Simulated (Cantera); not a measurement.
**Carbothermic reduction: Fe2O3 + CH4 + H2**

Input: 1 mol Fe2O3, 1.4 mol CH4, 1 mol H2, at 0.128 Torr.

Method: chemical equilibrium by Gibbs-energy minimisation in Cantera with the NASA 1993 tables (ideal gas, pure condensed phases). Candidate condensed phases: C, C6H6, C7H8, C8H18, Fe, Fe(CO)5, FeO, Fe(OH)2, Fe(OH)3, Fe2O3, Fe3O4, H2O; 114 gas species. Mutual solubility and eutectic melting of coexisting phases are not modelled. The tables' stoichiometric FeO is somewhat more stable than real wüstite, so its field is too wide. FeO: taken at fixed stoichiometry. Kinetics and transport are ignored.

| T (K) | x H2 | x CO | x H2O | x CO2 | x Fe | x H | x OH | x FeO | n Fe(α) | n FeO(s) | n Fe(γ) |
|---|---|---|---|---|---|---|---|---|---|---|---|
| 1048 | 0.609 | 0.218 | 0.122 | 0.0517 | 8.25e-10 | 4.62e-7 | 2.92e-10 | <1e-12 | 1.30 | 0.697 | 0 |
| 1098 | 0.596 | 0.220 | 0.134 | 0.0492 | 6.85e-9 | 1.46e-6 | 1.45e-9 | <1e-12 | 1.35 | 0.646 | 0 |
| 1148 | 0.584 | 0.222 | 0.146 | 0.0471 | 4.69e-8 | 4.20e-6 | 6.29e-9 | 6.51e-12 | 1.41 | 0.594 | 0 |
| 1198 | 0.573 | 0.224 | 0.158 | 0.0453 | 2.73e-7 | 1.10e-5 | 2.41e-8 | 5.92e-11 | 0 | 0.543 | 1.46 |
| 1248 | 0.561 | 0.226 | 0.169 | 0.0437 | 1.37e-6 | 2.68e-5 | 8.27e-8 | 4.49e-10 | 0 | 0.492 | 1.51 |
| 1298 | 0.551 | 0.227 | 0.180 | 0.0423 | 6.07e-6 | 6.10e-5 | 2.58e-7 | 2.90e-9 | 0 | 0.444 | 1.56 |
| 1348 | 0.541 | 0.228 | 0.190 | 0.0409 | 2.40e-5 | 0.000130 | 7.37e-7 | 1.62e-8 | 0 | 0.400 | 1.60 |
| 1398 | 0.532 | 0.229 | 0.199 | 0.0397 | 8.58e-5 | 0.000265 | 1.95e-6 | 7.99e-8 | 0 | 0.359 | 1.64 |
| 1448 | 0.523 | 0.231 | 0.207 | 0.0386 | 0.000280 | 0.000511 | 4.82e-6 | 3.52e-7 | 0 | 0.321 | 1.68 |
| 1498 | 0.514 | 0.231 | 0.215 | 0.0375 | 0.000846 | 0.000945 | 1.12e-5 | 1.40e-6 | 0 | 0.286 | 1.71 |
| 1548 | 0.506 | 0.232 | 0.222 | 0.0364 | 0.00237 | 0.00168 | 2.46e-5 | 5.05e-6 | 0 | 0.254 | 1.73 |
| 1598 | 0.497 | 0.232 | 0.227 | 0.0354 | 0.00621 | 0.00288 | 5.12e-5 | 1.68e-5 | 0 | 0.224 | 1.74 |
x: gas mole fraction; n: condensed amount in mol.

From 1048 K to 1148 K the condensed part is Fe(α) + FeO(s). From 1198 K to 1598 K the condensed part is Fe(γ) + FeO(s).
